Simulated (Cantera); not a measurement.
Input: 1 mol C2F6, 0.022 mol CH4, 0.48 mol H2, at 452 °C and 0.00340 bar.

Cantera equilibrium calculation (NASA polynomials, part measured and part estimated; ideal gas, pure solids and liquids). Candidate condensed phases: C, C6H6, C7H8, C8H18; 95 gas species. The feed counts by its element totals alone. Condensed phases not in the tables: fluorocarbon polymer. Gases not in the tables: C2F6 and larger saturated fluorocarbons. Kinetics and transport are ignored.

Base state: CF4 0.542, HF 0.458 (mole fractions); condensed: C(graphite).

**Question.** What changes in the equilibrium state with this change: H2 from 0.48 to 0.23 mol?

**Answer.** 
```tsv
species	before	after
CF4	0.542	0.713
HF	0.458	0.287
C(graphite), mol	0.784	0.659
```
